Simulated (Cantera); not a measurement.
Feed: 1 mol CaO, 34 mol HBr, 29 mol H₂, equilibrated at 1525 K and 3.50e-5 bar.

Equilibrium computed with Cantera from the NASA thermochemical tables; the gas is ideal and each condensed phase is pure. The numbers say what is thermodynamically allowed, not how fast it happens.

```json
[
 {"species": "HBr", "before": "0.308", "after": "0.413"},
 {"species": "Br", "before": "0.159", "after": "0.332"},
 {"species": "H₂", "before": "0.501", "after": "0.207"},
 {"species": "CaBr₂", "before": "0.0146", "after": "0.0233"},
 {"species": "H₂O", "before": "0.0146", "after": "0.0233"},
 {"species": "Br₂", "before": "7.63e-6", "after": "3.32e-5"},
 {"species": "H", "before": "0.00283", "after": "0.00182"}
]
```
Gas species are given as mole fractions.

Problem. What was changed between the two runs?
A. HBr from 34 to 2.5 mol
B. H₂ from 29 to 1.8 mol
C. HBr from 34 to 6.8 mol
D. HBr from 34 to 1.3 mol

Solution. B, H₂ from 29 to 1.8 mol
